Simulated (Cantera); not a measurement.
Cantera run:

```python
import numpy as np
import cantera as ct

gas_names = """
    O2 CO
""".split()
cond_names = """
    Ti(b) TiC(s) TiO(b) TiO2(ru) Ti2O3(b) Ti3O5(b) Ti4O7(s)
""".split()


# ... load() reads the species with a 1 bar reference pressure and builds the phases ...
species = {s.name: s for s in load("nasa_gas.yaml", gas_names) + load("nasa_condensed.yaml", cond_names)}
T = 1650
g = {n: (s.thermo.h(T) - T * s.thermo.s(T)) / (ct.gas_constant * T * np.log(10)) for n, s in species.items()}
valid = cond_names  # the entries whose range holds T


def stable(la, lb):
    # potentials (over RT ln 10) of the two non-metals from log10 p(O2) and log10 p(CO) in bar
    mu = {}
    mu["O"] = (g["O2"] + la) / 2
    mu["C"] = (g["CO"] + lb - 1 * mu["O"]) / 1
    cost = {}
    for n in valid:
        c = species[n].composition
        cost[n] = (g[n] - sum(c.get(e, 0) * m for e, m in mu.items())) / c["Ti"]
    return min(cost, key=cost.get)


results = []
for lb in [0, -1.2, -2.4, -3.7, -4.9, -6.1, -7.3, -8.6, -9.8, -11]:
    row = [stable(la, lb) for la in [-15, -14.3, -13.7, -13, -12.4, -11.7, -11.1, -10.4, -9.8, -9.1, -8.5, -7.8, -7.2, -6.5, -5.9, -5.2, -4.6, -3.9, -3.3, -2.6, -2, -1.3, -0.7, 0]]
    results.append(row)
    print(f"{lb:6.1f}  " + " ".join(f"{valid.index(n):x}" for n in row))
print("key: " + ", ".join(f"{i:x} {n}" for i, n in enumerate(valid)))
```

It prints:

```
   0.0  5 5 5 6 3 3 3 3 3 3 3 3 3 3 3 3 3 3 3 3 3 3 3 3
  -1.2  5 5 5 6 3 3 3 3 3 3 3 3 3 3 3 3 3 3 3 3 3 3 3 3
  -2.4  5 5 5 6 3 3 3 3 3 3 3 3 3 3 3 3 3 3 3 3 3 3 3 3
  -3.7  5 5 5 6 3 3 3 3 3 3 3 3 3 3 3 3 3 3 3 3 3 3 3 3
  -4.9  5 5 5 6 3 3 3 3 3 3 3 3 3 3 3 3 3 3 3 3 3 3 3 3
  -6.1  5 5 5 6 3 3 3 3 3 3 3 3 3 3 3 3 3 3 3 3 3 3 3 3
  -7.3  5 5 5 6 3 3 3 3 3 3 3 3 3 3 3 3 3 3 3 3 3 3 3 3
  -8.6  5 5 5 6 3 3 3 3 3 3 3 3 3 3 3 3 3 3 3 3 3 3 3 3
  -9.8  5 5 5 6 3 3 3 3 3 3 3 3 3 3 3 3 3 3 3 3 3 3 3 3
 -11.0  5 5 5 6 3 3 3 3 3 3 3 3 3 3 3 3 3 3 3 3 3 3 3 3
key: 0 Ti(b), 1 TiC(s), 2 TiO(b), 3 TiO2(ru), 4 Ti2O3(b), 5 Ti3O5(b), 6 Ti4O7(s)
```

Standard-state values (1 bar) from the NASA 1993 polynomials, evaluated with Cantera. TiC, TiO: taken at fixed stoichiometry. Not in the tables: Magnéli phases beyond Ti4O7, TiC-TiO solid solutions. Part of the grid cannot be reached: there another gas would pass 10 bar, or a non-metal would condense.
